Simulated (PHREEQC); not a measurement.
# Silver or lead bath (model solution)

Solution (80 °C): 0.15 mol/kgw Pb(NO3)2, 0.0024 mol/kgw NaCl and 6.1e-05 mol/kgw Zn(NO3)2. Closed to the air; pH follows from the charge balance.

The numbers come from PHREEQC with the ion-association model, phreeqc.dat.

Each row changes one thing in this solution. Precipitation was switched off in this run.

```csv
case,pH,ionic strength (mol/kgw),NO3- (mol/kgw)
as made,4.21,0.321,0.236
diluted 100-fold with water,5.33,(withheld),0.00296
Zn(NO3)2 replaced by HNO3 at the same molality,(withheld),0.321,0.236
Pb(NO3)2 left out,(withheld),(withheld),0.000122
Zn(NO3)2 left out,4.21,0.321,0.236
Pb(NO3)2 replaced by Fe(NO3)3 at the same molality,1.22,(withheld),0.450
NaCl left out,4.21,0.321,0.235
```

Complete the blanks.


- diluted 100-fold with water, ionic strength (mol/kgw): 0.00442
- Zn(NO3)2 replaced by HNO3 at the same molality, pH: 4.05
- Pb(NO3)2 left out, pH: 5.86
- Pb(NO3)2 left out, ionic strength (mol/kgw): 0.00258
- Pb(NO3)2 replaced by Fe(NO3)3 at the same molality, ionic strength (mol/kgw): 0.815

The ionic strength passes 0.7 mol/kgw, the rough limit of the ion-association models, in Pb(NO3)2 replaced by Fe(NO3)3 at the same molality. Some of these states are supersaturated (in Pb(OH)2, Hematite (slow to form), Goethite (slow to form), for instance). Away from 25 °C the constants follow the database's enthalpies or fits; those with neither stay at their 25 °C values.
